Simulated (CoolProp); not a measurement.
Aqueous potassium formate as a coolant, at -7 °C, 1 atm.

Model: Melinder's fits for secondary coolants, in CoolProp.

```json
[
 {"mass %": "19.4", "freezing point (°C)": "-11.2", "density (kg/m³)": "1125", "conductivity (W/(m K))": "0.526", "cp (kJ/(kg K))": "3.447", "Prandtl number": "18.1"},
 {"mass %": "23.9", "freezing point (°C)": "-14.9", "density (kg/m³)": "1156", "conductivity (W/(m K))": "0.519", "cp (kJ/(kg K))": "3.289", "Prandtl number": "18.8"},
 {"mass %": "28.5", "freezing point (°C)": "-19.5", "density (kg/m³)": "1189", "conductivity (W/(m K))": "0.511", "cp (kJ/(kg K))": "3.141", "Prandtl number": "19.8"},
 {"mass %": "33", "freezing point (°C)": "-24.8", "density (kg/m³)": "1221", "conductivity (W/(m K))": "0.502", "cp (kJ/(kg K))": "3.010", "Prandtl number": "20.8"},
 {"mass %": "37.6", "freezing point (°C)": "-31.2", "density (kg/m³)": "1255", "conductivity (W/(m K))": "0.491", "cp (kJ/(kg K))": "2.889", "Prandtl number": "22.1"}
]
```
